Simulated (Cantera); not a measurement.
An isothermal, constant-pressure homogeneous reactor starts with CH₄ : N₂ = 1 : 52 (molar parts), at 1900 K and 69.8 Torr. Integrator tolerance rtol = 1e-08.

Computed with Cantera and GRI-Mech 3.0 (53 species, 325 reactions). GRI-Mech 3.0 stops at C3 and has no aromatics, soot or wall deposition, so with more carbon than oxygen in the feed, carbon stays in small species such as C2H2 where larger ones or solid carbon would form.

```
quantity                                              before                                     after
-----------------  -----------------------------------------  ----------------------------------------
x(CH₄) at 10.0 s     2.37e-7 (gas-phase equilibrium 3.26e-7)    0.0139 (gas-phase equilibrium 4.16e-5)
x(C₂H₂) at 10.0 s   0.00920 (gas-phase equilibrium 0.000718)   0.00229 (gas-phase equilibrium 0.00130)
x(C₂H₆) at 10.0 s      <1e-12 (gas-phase equilibrium <1e-12)  9.27e-6 (gas-phase equilibrium 1.39e-10)
x(H) at 10.0 s     0.000435 (gas-phase equilibrium 0.000435)   5.80e-7 (gas-phase equilibrium 2.67e-6)
x(CH₂) at 10.0 s     1.43e-9 (gas-phase equilibrium 1.97e-9)  1.21e-9 (gas-phase equilibrium 5.59e-12)
```

### Question
What was changed between the two runs?
A. temperature 1900 to 1400 K
B. N2 52 to 13 parts
C. CH4 1 to 4.2 parts
D. pressure from 69.8 Torr to 24.8 Torr

### Answer
A, temperature 1900 to 1400 K
